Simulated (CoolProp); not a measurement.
R236FA along the isotherm 126.85 °C: fugacity coefficient from the reference equation and from simpler models built on Tc = 124.9 °C, pc = 3.191 MPa, ω = 0.377; each cubic takes its own stable root.

Computed with CoolProp (reference Helmholtz-energy equation of state, Pan 2012).

```tsv
p (MPa)	phase	reference	van der Waals	Redlich-Kwong	Peng-Robinson
0.101	gas	0.9892	0.9907	0.9894	0.9882
0.163	gas	0.9826	0.9850	0.9829	0.9810
0.263	gas	0.9719	0.9759	0.9724	0.9695
0.426	gas	0.9547	0.9610	0.9555	0.9508
0.687	gas	0.9273	0.9371	0.9286	0.9213
1.11	gas	0.8834	0.8986	0.8854	0.8743
1.79	gas	0.8136	0.8365	0.8169	0.8008
2.9	gas	0.6980	0.7311	0.7040	0.6828
4.68	supercritical	0.4962	0.5409	0.5107	0.4907
7.57	supercritical	0.3521	0.4076	0.3713	0.3513
12.2	supercritical	0.2673	0.3363	0.2894	0.2677
19.8	supercritical	0.2243	0.3188	0.2499	0.2235
31.9	supercritical	0.2208	0.3747	0.2535	0.2158
```
